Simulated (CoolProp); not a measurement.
Saturation properties of n-pentane.

The numbers come from the reference Helmholtz-energy equation of state, Thol 2019 in CoolProp.

| T (°C) | p (kPa) | liquid density (kg/m³) | vapour density (kg/m³) | liquid conductivity (mW/(m K)) |
|---|---|---|---|---|
| 19.75 | 56.02 | 626.4 | 1.709 | 114 |
| 33.15 | 91.65 | 612.9 | 2.707 | 109 |
| 46.55 | 143.0 | 599.1 | 4.113 | 104 |
| 59.95 | 214.3 | 584.6 | 6.033 | 99.7 |
| 73.45 | 310.9 | 569.5 | 8.617 | 95.3 |
| 86.85 | 436.3 | 553.6 | 11.98 | 91.3 |
| 100.25 | 596.4 | 536.8 | 16.35 | 87.5 |
| 113.65 | 796.7 | 518.7 | 21.98 | 84.0 |
| 127.05 | 1043 | 499.1 | 29.23 | 80.9 |
| 140.45 | 1343 | 477.3 | 38.67 | 78.1 |
| 153.95 | 1705 | 452.3 | 51.34 | 75.8 |

It boils at 36.1 °C under 1 atm.

Thermal conductivity comes from a separate model (Vassiliou 2015).
